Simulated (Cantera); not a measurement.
Feed: 1 mol SiCl4, 0.011 mol C2H2, 76 mol H2, equilibrated at 1.10 mbar.

These are equilibrium values from Cantera (NASA tables, ideal gas, pure condensed phases), not measurements of a reactor. Candidate condensed phases: C, C6H6, C7H8, C8H18, Si, SiC; 109 gas species. Mutual solubility and eutectic melting of coexisting phases are not modelled. Gases not in the tables: Si2H6 and higher silanes. The numbers say what is thermodynamically allowed, not how fast it happens.

Q: Which condensed phases are stable at each of these points (T (K)): 1748, 1798, 1848, 1898, 1948, 1998, 2048, 2098, 2148, 2198?

A: 
```csv
T (K),condensed phases,Si condensed (%)
1748,Si(l) + SiC(s),43.8
1798,Si(l) + SiC(s),32.5
1848,Si(l) + SiC(s),8.2
1898,SiC(s),1.1
1948,SiC(s),0.5
1998,gas only,0.0
2048,gas only,0.0
2098,gas only,0.0
2148,gas only,0.0
2198,gas only,0.0
```

From 1748 K to 1848 K the condensed part is Si(l) + SiC(s). From 1898 K to 1948 K the condensed part is SiC(s). From 1998 K to 2198 K nothing is condensed.
